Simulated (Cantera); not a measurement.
A perfectly stirred reactor is fed with 13.7 % N₂O, 86.3 % N₂, at 0.132 atm; it is held at 1275 K, and followed from long to short residence time.

Model: GRI-Mech 3.0 (53 species, 325 reactions), integrated in Cantera. GRI-Mech 3.0 was tuned for natural gas; its chemistry of N2O as a main component is partial and can be far from experiment. The mechanism lacks the step 2 NO + O2 → 2 NO2, which can matter for NO2 below about 1400 K. The temperature is held fixed by assumption; the heat of reaction is taken as removed at once.

x: mole fraction; the columns are a selection and need not sum to one.

| τ (s) | x N₂O | x O | x N₂ | x NO₂ | x NO | x O₂ |
|---|---|---|---|---|---|---|
| 3.3 | 0.0664 | 5.10e-6 | 0.896 | … | 0.00877 | 0.0286 |
| 0.85 | 0.107 | 5.34e-6 | 0.877 | … | 0.00381 | 0.0121 |
| 0.22 | 0.128 | 5.40e-6 | 0.867 | … | 0.00119 | 0.00376 |
| 0.057 | 0.134 | 5.40e-6 | 0.864 | … | 0.000325 | 0.00102 |
| 0.015 | 0.136 | 5.34e-6 | 0.863 | … | 8.57e-5 | 0.000270 |
| 0.0038 | 0.137 | 5.09e-6 | 0.863 | … | 2.08e-5 | 6.54e-5 |
| 0.00098 | 0.137 | 4.31e-6 | 0.863 | 1.31e-10 | 4.54e-6 | 1.43e-5 |

Fill in the missing entries.


- 3.3, x NO₂: 1.13e-5
- 0.85, x NO₂: 4.74e-6
- 0.22, x NO₂: 1.33e-6
- 0.057, x NO₂: 2.62e-7
- 0.015, x NO₂: 3.35e-8
- 0.0038, x NO₂: 2.55e-9
